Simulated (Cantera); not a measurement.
## Stirred combustor or abatement burner

A perfectly stirred reactor is fed with CH4 : O2 : N2 = 1 : 4.17 : 15.7 (molar parts), equivalence ratio 0.48, at 0.630 bar; it is adiabatic with a 600 K inlet, and is followed from long to short residence time, starting on the burning branch (τ in s: 0.082, 0.039, 0.018, 0.0088, 0.0042, 0.002, 0.00094, 0.00044, 0.00021, 0.0001, 4.7e-05, 2.3e-05).

Model: GRI-Mech 3.0 (53 species, 325 reactions), integrated in Cantera.

```json
[
 {"τ (s)": "0.082", "T (K)": "1673", "x CH4": "1.70e-5", "x O2": "0.104", "x HCO": "2.38e-8", "x CO2": "0.0475", "x HCN": "1.84e-9", "x C2H4": "1.91e-9"},
 {"τ (s)": "0.039", "T (K)": "1668", "x CH4": "2.71e-5", "x O2": "0.104", "x HCO": "5.17e-8", "x CO2": "0.0472", "x HCN": "2.26e-9", "x C2H4": "3.16e-9"},
 {"τ (s)": "0.018", "T (K)": "1660", "x CH4": "4.41e-5", "x O2": "0.104", "x HCO": "1.16e-7", "x CO2": "0.0467", "x HCN": "3.03e-9", "x C2H4": "5.17e-9"},
 {"τ (s)": "0.0088", "T (K)": "1648", "x CH4": "7.00e-5", "x O2": "0.104", "x HCO": "2.44e-7", "x CO2": "0.0459", "x HCN": "4.37e-9", "x C2H4": "8.13e-9"},
 {"τ (s)": "0.0042", "T (K)": "1631", "x CH4": "0.000115", "x O2": "0.104", "x HCO": "5.20e-7", "x CO2": "0.0446", "x HCN": "6.89e-9", "x C2H4": "1.36e-8"},
 {"τ (s)": "0.0020", "T (K)": "1604", "x CH4": "0.000198", "x O2": "0.105", "x HCO": "1.10e-6", "x CO2": "0.0426", "x HCN": "1.13e-8", "x C2H4": "2.56e-8"},
 {"τ (s)": "0.00094", "T (K)": "1563", "x CH4": "0.000376", "x O2": "0.107", "x HCO": "2.33e-6", "x CO2": "0.0390", "x HCN": "1.91e-8", "x C2H4": "6.28e-8"},
 {"τ (s)": "0.00044", "T (K)": "1497", "x CH4": "0.000891", "x O2": "0.111", "x HCO": "4.90e-6", "x CO2": "0.0324", "x HCN": "3.34e-8", "x C2H4": "2.72e-7"},
 {"τ (s)": "0.00021", "T (K)": "600", "x CH4": "0.0479", "x O2": "0.200", "x HCO": "<1e-12", "x CO2": "<1e-12", "x HCN": "<1e-12", "x C2H4": "<1e-12"},
 {"τ (s)": "0.00010", "T (K)": "600", "x CH4": "0.0479", "x O2": "0.200", "x HCO": "<1e-12", "x CO2": "<1e-12", "x HCN": "<1e-12", "x C2H4": "<1e-12"},
 {"τ (s)": "4.7e-5", "T (K)": "600", "x CH4": "0.0479", "x O2": "0.200", "x HCO": "<1e-12", "x CO2": "<1e-12", "x HCN": "<1e-12", "x C2H4": "<1e-12"},
 {"τ (s)": "2.3e-5", "T (K)": "600", "x CH4": "0.0479", "x O2": "0.200", "x HCO": "<1e-12", "x CO2": "<1e-12", "x HCN": "<1e-12", "x C2H4": "<1e-12"}
]
```
x: mole fraction; the columns are a selection and need not sum to one.
